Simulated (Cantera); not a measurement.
**NO annealing gas**

An isothermal, constant-pressure homogeneous reactor starts with 76.9 % NO, 23.1 % N2, at 1998 K and 1.80 bar.

Detailed kinetics in Cantera: GRI-Mech 3.0 (53 species, 325 reactions).

| t (s) | x NO | x O | x O2 | x N2 | x N2O | x NO2 |
|---|---|---|---|---|---|---|
| 0.000100 | 0.769 | 2.10e-5 | 6.45e-6 | 0.231 | 9.99e-5 | 0.000115 |
| 0.000295 | 0.768 | 4.59e-5 | 9.26e-5 | 0.231 | 0.000207 | 0.000312 |
| 0.000871 | 0.767 | 6.13e-5 | 0.000744 | 0.232 | 0.000281 | 0.000437 |
| 0.00257 | 0.762 | 6.62e-5 | 0.00296 | 0.234 | 0.000284 | 0.000473 |
| 0.00758 | 0.749 | 7.71e-5 | 0.00946 | 0.240 | 0.000273 | 0.000550 |
| 0.0224 | 0.712 | 0.000102 | 0.0279 | 0.259 | 0.000244 | 0.000705 |
| 0.0660 | 0.615 | 0.000147 | 0.0760 | 0.307 | 0.000179 | 0.000902 |
| 0.195 | 0.420 | 0.000212 | 0.174 | 0.405 | 8.10e-5 | 0.000897 |
| 0.574 | 0.179 | 0.000270 | 0.295 | 0.526 | 1.48e-5 | 0.000493 |
| 1.69 | 0.0428 | 0.000298 | 0.363 | 0.594 | 1.35e-6 | 0.000131 |
| 5.00 | 0.0118 | 0.000304 | 0.378 | 0.609 | 6.25e-7 | 3.69e-5 |
x: mole fraction; the columns are a selection and need not sum to one.

Equilibrium at this temperature and pressure: NO 0.00905, O 0.000304, O2 0.380, N2 0.611, N2O 6.01e-7, NO2 2.82e-5 (gas phase only).
